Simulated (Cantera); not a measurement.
A closed system holds: 1 mol CH3Cl, 0.96 mol CH4, 0.16 mol H2, equilibrated at 1.00 Torr.

Method: chemical equilibrium by Gibbs-energy minimisation in Cantera with the NASA 1993 tables (ideal gas, pure condensed phases). Candidate condensed phases: C, C6H6, C7H8, C8H18; 91 gas species. The numbers say what is thermodynamically allowed, not how fast it happens. All values below are at 2300 K.

Base state: H2 0.580, H 0.202, HCl 0.172, Cl 0.0431, C2H2 (acetylene) 0.00251, C2H 3.94e-5, C3 1.25e-5 (mole fractions); condensed: C(graphite).

**Question.** What changes in the equilibrium state with this change: pressure from 1.00 Torr to 165 Torr?

**Answer.** 
| species | before | after |
|---|---|---|
| H2 | 0.580 | 0.737 |
| HCl | 0.172 | 0.238 |
| H | 0.202 | 0.0177 |
| Cl | 0.0431 | 0.00413 |
| CH4 | 9.62e-8 | 2.56e-5 |
| C3 | 1.25e-5 | 7.60e-8 |
| CH3 | 6.28e-7 | 1.15e-5 |
| C2H | 3.94e-5 | 3.46e-6 |
| C2H2 (acetylene) | 0.00251 | 0.00318 |
| C(graphite), mol | 1.94 | 1.93 |
